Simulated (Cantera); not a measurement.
A freely propagating, adiabatic, planar premixed flame of CH₃OH : O₂ : N₂ = 1 : 1.97 : 6.51 (molar parts), equivalence ratio 0.76, unburnt at 325 K and 97.5 Torr; mixture-averaged transport, grid criteria slope 0.08 and curve 0.16, no radiation.

Model: GRI-Mech 3.0 (53 species, 325 reactions), integrated in Cantera. GRI-Mech 3.0 was tuned for natural gas; its chemistry of methanol as a main component is partial and can be far from experiment. Burning velocities carry a grid error of a few per cent, more on coarse grids.

Problem. What does this change do: inlet temperature 325 to 375 K?

Solution. 
```tsv
quantity	before	after
laminar burning velocity	52.3 cm/s	65.5 cm/s
thermal thickness	2.26 mm	2.14 mm
peak x(CH₂CO)	1.77e-6	1.97e-6
peak x(O)	0.00702	0.00748
peak x(CH₂O)	0.00789	0.00824
peak x(CH₃)	7.64e-5	8.30e-5
```

Problem. What does this change do: N2 6.51 to 8.4 parts?

Solution. 
| quantity | before | after |
|---|---|---|
| laminar burning velocity | 52.3 cm/s | 33.3 cm/s |
| thermal thickness | 2.26 mm | 3.13 mm |
| peak x(CH₂CO) | 1.77e-6 | 9.09e-7 |
| peak x(O) | 0.00702 | 0.00440 |
| peak x(CH₂O) | 0.00789 | 0.00555 |
| peak x(CH₃) | 7.64e-5 | 4.14e-5 |
